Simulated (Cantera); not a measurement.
Cantera run, input and output.

```python
import numpy as np
import cantera as ct

gas = ct.Solution("h2o2.yaml")
gas.TPX = 525, 101325, {'H2': 1, 'O2': 1, 'N2': 3.03, 'H2O': 0.25}
flame = ct.FreeFlame(gas, width=0.04)
flame.set_refine_criteria(ratio=3, slope=0.08, curve=0.16)
flame.transport_model = "mixture-averaged"
flame.solve(loglevel=0, auto=True)
z, T = flame.grid, flame.T
thick = (T[-1] - T[0]) / np.gradient(T, z).max()
show = ['H2', 'O2', 'H2O', 'H2O2', 'H', 'OH']
print(f"laminar burning velocity  {flame.velocity[0] * 100:.3f} cm/s")
print(f"burnt temperature         {T[-1]:.1f} K")
print(f"thermal thickness         {thick * 1e3:.4f} mm")
print(f"grid points               {len(z)}")
z0 = z[flame.heat_release_rate.argmax()]
print(f"{'z/mm':>9s}{'T/K':>9s}{'u/(m/s)':>9s}" + "".join(f"{s:>11s}" for s in show))
rows = []
for k in (-3, -2, -1.5, -1, -0.5, -0.25, 0, 0.25, 0.5, 1, 2, 4, 8):
    zz = z0 + k * thick
    rows.append([k * thick, np.interp(zz, z, T), np.interp(zz, z, flame.velocity),
                 *(np.interp(zz, z, flame.X[gas.species_index(s)]) for s in show)])
    print(f"{rows[-1][0] * 1e3:9.3f}{rows[-1][1]:9.1f}{rows[-1][2]:9.3f}" + "".join(f"{x:11.3e}" for x in rows[-1][3:]))
```

Result:

```
laminar burning velocity  240.531 cm/s
burnt temperature         1895.5 K
thermal thickness         0.3578 mm
grid points               107
     z/mm      T/K  u/(m/s)         H2         O2        H2O       H2O2          H         OH
   -1.074    525.0    2.405  1.893e-01  1.894e-01  4.735e-02  9.149e-11  1.029e-13  1.687e-13
   -0.716    525.0    2.404  1.888e-01  1.895e-01  4.739e-02  2.923e-09  4.832e-12  7.844e-12
   -0.537    525.3    2.401  1.872e-01  1.899e-01  4.750e-02  4.677e-08  9.066e-11  1.457e-10
   -0.358    527.7    2.398  1.820e-01  1.911e-01  4.796e-02  6.520e-07  5.772e-09  5.180e-09
   -0.179    606.5    2.676  1.520e-01  1.943e-01  5.680e-02  3.386e-05  6.223e-05  6.893e-05
   -0.089    860.8    3.701  1.113e-01  1.855e-01  9.021e-02  4.232e-05  1.679e-03  6.930e-04
    0.000   1191.2    5.044  6.124e-02  1.572e-01  1.508e-01  1.469e-05  7.101e-03  2.511e-03
    0.089   1427.6    6.019  2.617e-02  1.267e-01  2.019e-01  5.716e-06  1.023e-02  6.135e-03
    0.179   1562.3    6.571  1.287e-02  1.128e-01  2.243e-01  3.146e-06  8.881e-03  8.562e-03
    0.358   1695.6    7.099  6.740e-03  1.068e-01  2.378e-01  1.545e-06  4.917e-03  9.565e-03
    0.716   1795.7    7.482  3.628e-03  1.057e-01  2.462e-01  7.984e-07  1.796e-03  8.271e-03
    1.431   1854.2    7.700  1.522e-03  1.059e-01  2.518e-01  4.296e-07  4.570e-04  5.827e-03
    2.863   1880.8    7.797  5.383e-04  1.064e-01  2.547e-01  2.317e-07  9.446e-05  3.619e-03
```

Model: the H2/O2 subset of GRI-Mech 3.0, which has no nitrogen chemistry, integrated in Cantera. Burning velocities carry a grid error of a few per cent, more on coarse grids. Lean hydrogen flames are cellular in practice and burn faster than this planar one.
